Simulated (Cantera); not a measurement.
Input: 1 mol Ta(OEt)5, 0.57 mol CH4, 2 mol H2, 0.066 mol O2, at 550 °C and 23000 Pa.

These are equilibrium values from Cantera (NASA tables, ideal gas, pure condensed phases), not measurements of a reactor. Candidate condensed phases: C, C6H6, C7H8, C8H18, H2O, Ta, TaC, Ta2O5; 113 gas species. The feed counts by its element totals alone. Rates play no part.

Base state: H2 0.729, CH4 0.114, H2O 0.0944, CO 0.0427, CO2 0.0199 (mole fractions); condensed: C(graphite) + Ta2O5(s).

Task: What changes in the equilibrium state with this change: pressure from 23000 Pa to 130 Pa?

Result: 
```
species           before     after
----------------  ------  --------
H2                 0.729     0.856
CO                0.0427     0.140
H2O               0.0944   0.00206
CH4                0.114  0.000886
CO2               0.0199   0.00122
C(graphite), mol    7.95      7.98
Ta2O5(s), mol      0.500     0.500
```
